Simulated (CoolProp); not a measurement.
Properties of R1123 along the isotherm 218 K (Tc = 331.7 K, pc = 4549 kPa, ω = 0.243).

The numbers come from the reference Helmholtz-energy equation of state, Akasaka 2020 in CoolProp.

```csv
p (kPa),phase,density (kg/m³),speed of sound (m/s),Joule-Thomson coefficient (K/MPa),expansivity (1/kK)
1250,liquid,___,803.2,-0.2823,___
2500,liquid,1331,811.0,-0.2875,2.332
3750,liquid,1334,818.7,-0.2923,2.296
5000,liquid,1337,826.3,-0.2970,2.261
6250,liquid,1340,833.6,-0.3014,2.228
7500,liquid,1343,840.8,-0.3056,2.196
8750,liquid,1346,847.9,___,2.166
10000,liquid,___,___,-0.3134,2.137
11200,liquid,1351,861.3,-0.3169,2.110
12500,liquid,1354,868.2,-0.3205,2.083
13800,liquid,1356,875.0,-0.3240,2.056
15000,liquid,1359,___,-0.3271,2.032
16200,liquid,1361,887.3,-0.3300,2.009
17500,liquid,1364,893.7,___,1.985
18800,liquid,1366,900.1,-0.3360,1.962
20000,liquid,1369,905.8,-0.3387,1.942
```

Task: Fill in the missing entries.

Result: 
- 1250, density (kg/m³): 1328
- 1250, expansivity (1/kK): 2.371
- 8750, Joule-Thomson coefficient (K/MPa): -0.3096
- 10000, density (kg/m³): 1348
- 10000, speed of sound (m/s): 854.8
- 15000, speed of sound (m/s): 881.2
- 17500, Joule-Thomson coefficient (K/MPa): -0.3331
